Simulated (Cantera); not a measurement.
**Ammonia decomposition in nitride growth gas**

An isothermal, constant-pressure homogeneous reactor starts with NH3 : N2 = 1 : 2.1 (molar parts), at 1425 K and 11000 Pa.

Cantera simulation using the gas-phase N/H chemistry of the illustrative SiF4/NH3 mechanism in the Surface Chemkin manual (1991); the numbers are that mechanism's predictions, not measurements. Walls and surfaces, which speed up NH3 decomposition in real reactors, are not modelled.

```json
[
 {"t (s)": "0.000700", "x NH3": "0.323", "x N2H4": "<1e-12", "x NH2": "7.45e-8", "x N2": "0.677", "x NH": "<1e-12", "x N": "<1e-12"},
 {"t (s)": "0.00252", "x NH3": "0.323", "x N2H4": "2.44e-12", "x NH2": "2.69e-7", "x N2": "0.677", "x NH": "6.48e-12", "x N": "<1e-12"},
 {"t (s)": "0.00910", "x NH3": "0.323", "x N2H4": "3.59e-11", "x NH2": "9.71e-7", "x N2": "0.677", "x NH": "1.29e-10", "x N": "<1e-12"},
 {"t (s)": "0.0328", "x NH3": "0.323", "x N2H4": "4.81e-10", "x NH2": "3.50e-6", "x N2": "0.677", "x NH": "1.73e-9", "x N": "<1e-12"},
 {"t (s)": "0.118", "x NH3": "0.323", "x N2H4": "5.98e-9", "x NH2": "1.23e-5", "x N2": "0.677", "x NH": "1.56e-8", "x N": "2.65e-12"},
 {"t (s)": "0.427", "x NH3": "0.322", "x N2H4": "2.37e-8", "x NH2": "2.45e-5", "x N2": "0.677", "x NH": "4.52e-8", "x N": "3.47e-11"},
 {"t (s)": "1.54", "x NH3": "0.321", "x N2H4": "2.38e-8", "x NH2": "2.46e-5", "x N2": "0.677", "x NH": "5.06e-8", "x N": "1.55e-10"},
 {"t (s)": "5.55", "x NH3": "0.318", "x N2H4": "2.22e-8", "x NH2": "2.37e-5", "x N2": "0.677", "x NH": "6.07e-8", "x N": "5.86e-10"},
 {"t (s)": "20.0", "x NH3": "0.305", "x N2H4": "1.89e-8", "x NH2": "2.19e-5", "x N2": "0.675", "x NH": "7.08e-8", "x N": "1.57e-9"}
]
```
x: mole fraction; the columns are a selection and need not sum to one.

Equilibrium at this temperature and pressure: NH3 1.50e-6, N2H4 <1e-12, NH2 1.06e-10, N2 0.634, NH <1e-12, N <1e-12 (gas phase only).
